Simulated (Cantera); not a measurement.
Input: 1 mol LiCl, 0.11 mol HCl, 150 mol H₂, equilibrated at 1427 °C and 0.0105 Torr.

Equilibrium computed with Cantera from the NASA thermochemical tables; the gas is ideal and each condensed phase is pure. Candidate condensed phases: Li, LiCl, LiH; 11 gas species. Kinetics and transport are ignored.

Base state: H₂ 0.953, H 0.0384, LiCl 0.00495, HCl 0.00218, Li 0.00154, Cl 6.84e-5 (mole fractions); condensed: gas only.

Question: What changes in the equilibrium state with this change: pressure from 0.0105 Torr to 0.00278 Torr?

Answer: 
```json
[
 {"species": "H₂", "before": "0.953", "after": "0.917"},
 {"species": "H", "before": "0.0384", "after": "0.0734"},
 {"species": "LiCl", "before": "0.00495", "after": "0.00427"},
 {"species": "Cl", "before": "6.84e-5", "after": "0.000164"},
 {"species": "Li", "before": "0.00154", "after": "0.00210"},
 {"species": "HCl", "before": "0.00218", "after": "0.00263"}
]
```

Question: What changes in the equilibrium state with this change: temperature from 1427 °C to 500 °C?

Answer: 
```csv
species,before,after
H₂,0.953,0.994
LiCl,0.00495,0.00348
Li₂Cl₂,<1e-9,0.00153
H,0.0384,<1e-9
Li,0.00154,<1e-9
Cl,6.84e-5,<1e-9
Li₃Cl₃,<1e-9,2.85e-5
```
